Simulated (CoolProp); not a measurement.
Properties of n-perfluorohexane along the isobar 5.76 MPa (Tc = 448.0 K, pc = 1.742 MPa, ω = 0.497).

The numbers come from the reference Helmholtz-energy equation of state, Gao 2022 in CoolProp.

| T (K) | phase | cp (kJ/(kg K)) | expansivity (1/kK) |
|---|---|---|---|
| 287.8 | liquid | 1.024 | 1.539 |
| 298 | liquid | ? | ? |
| 308.1 | liquid | ? | 1.623 |
| 318.3 | liquid | 1.067 | ? |
| 328.4 | liquid | ? | 1.736 |
| 338.6 | liquid | 1.094 | 1.806 |
| 348.7 | liquid | ? | 1.886 |
| 358.8 | liquid | 1.121 | ? |
| 369 | liquid | 1.134 | 2.084 |

### Question
Some entries are withheld; supply them.

### Answer

- 298, cp (kJ/(kg K)): 1.038
- 298, expansivity (1/kK): 1.577
- 308.1, cp (kJ/(kg K)): 1.053
- 318.3, expansivity (1/kK): 1.675
- 328.4, cp (kJ/(kg K)): 1.081
- 348.7, cp (kJ/(kg K)): 1.108
- 358.8, expansivity (1/kK): 1.978
